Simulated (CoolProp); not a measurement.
Properties of n-undecane along the isobar 2.4 MPa (Tc = 638.8 K, pc = 1.990 MPa, ω = 0.539).

Computed with CoolProp (reference Helmholtz-energy equation of state, Aleksandrov 2011). It is a short technical equation, of lower accuracy than the large ones.

```
T (K)   phase       Z  cp (kJ/(kg K))
-----  ------  ------  --------------
257.2  liquid  0.2280           2.097
278.8  liquid  0.2150           2.154
300.4  liquid  0.2039           2.220
322    liquid  0.1945           2.293
343.6  liquid  0.1865           2.371
365.2  liquid  0.1796           2.453
386.8  liquid  0.1737           2.538
408.5  liquid  0.1687           2.624
430.1  liquid  0.1646           2.711
451.7  liquid  0.1612           2.798
473.3  liquid  0.1585           2.886
494.9  liquid  0.1567           2.975
516.5  liquid  0.1556           3.065
538.1  liquid  0.1556           3.160
559.7  liquid  0.1567           3.262
```
